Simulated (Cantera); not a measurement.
A jet of 2.30 % CH4, 6.90 % O2, 90.8 % N2 at 300 K and 82.5 Torr hits a platinum plate 5 cm away at a mass flux of 0.034 kg/m²/s; the plate temperature is set and raised in steps from an oxygen-covered start.

Cantera simulation using Deutschmann's 1995 Pt surface mechanism with GRI-Mech 3.0 gas chemistry; the numbers are that mechanism's predictions, not measurements. Catalytic surfaces can have several steady states; this one follows from the mechanism file's or the stated starting coverage.

x: mole fraction at the wall; θ: surface coverage.

```
plate T (K)  wall x CH4  wall x O2  wall x H2O  wall x OH  wall x CO  wall x CO2  θ free Pt   θ O*     θ OH*
-----------  ----------  ---------  ----------  ---------  ---------  ----------  ---------  -----  --------
950             0.00693     0.0350      0.0299    7.80e-8    4.17e-6      0.0195      0.321  0.677   0.00145
1000            0.00486     0.0306      0.0337    2.02e-7    4.03e-6      0.0220      0.401  0.598   0.00134
1050                [?]     0.0280      0.0359        [?]    4.04e-6      0.0235        [?]    [?]       [?]
1100            0.00278     0.0263      0.0373    1.00e-6    4.22e-6      0.0245      0.548  0.451   0.00104
1150            0.00225     0.0253      0.0382    1.97e-6    4.57e-6      0.0251      0.615  0.384  0.000898
1200                [?]     0.0246      0.0388        [?]        [?]      0.0254      0.675    [?]       [?]
1250            0.00164     0.0242      0.0391    6.28e-6    5.93e-6      0.0256      0.729  0.270  0.000647
```

Q: Complete the blanks.

A: 
- 1050, wall x CH4: 0.00359
- 1050, wall x OH: 4.71e-7
- 1050, θ free Pt: 0.476
- 1050, θ O*: 0.522
- 1050, θ OH*: 0.00120
- 1200, wall x CH4: 0.00189
- 1200, wall x OH: 3.62e-6
- 1200, wall x CO: 5.12e-6
- 1200, θ O*: 0.324
- 1200, θ OH*: 0.000765
